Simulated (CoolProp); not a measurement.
c-C4F8 (RC318) at 298.15 K and 0.134 MPa is compressed adiabatically to 0.618 MPa with isentropic efficiency 0.9. Each further row changes one setting.

Model: reference Helmholtz-energy equation of state, Platzer 1990, in CoolProp. This equation is an older, rougher fit.

| case | work (kJ/kg) | final temperature (K) | final density (kg/m³) |
|---|---|---|---|
| as stated | 20.2 | 329.8 | 53.0 |
| efficiency 1 | 18.2 | 327.5 | 53.6 |
| efficiency 0.65 | 27.9 | 338.4 | 50.7 |
